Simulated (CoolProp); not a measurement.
CF4 (R14) at 293.15 K and 0.166 MPa is compressed adiabatically to 0.584 MPa with isentropic efficiency 0.85. Each further row changes one setting.

Computed with CoolProp (reference Helmholtz-energy equation of state, Platzer 1990). This equation is an older, rougher fit.

```
case             work (kJ/kg)  final temperature (K)  final density (kg/m³)
---------------  ------------  ---------------------  ---------------------
as stated                 ___                  355.1                    ___
efficiency 1              ___                    ___                    ___
efficiency 0.65           ___                    ___                    ___
```

**Question.** Complete the blanks.

**Answer.** 
- as stated, work (kJ/kg): 44.3
- as stated, final density (kg/m³): 17.6
- efficiency 1, work (kJ/kg): 37.6
- efficiency 1, final temperature (K): 346.5
- efficiency 1, final density (kg/m³): 18.0
- efficiency 0.65, work (kJ/kg): 57.9
- efficiency 0.65, final temperature (K): 372.3
- efficiency 0.65, final density (kg/m³): 16.7
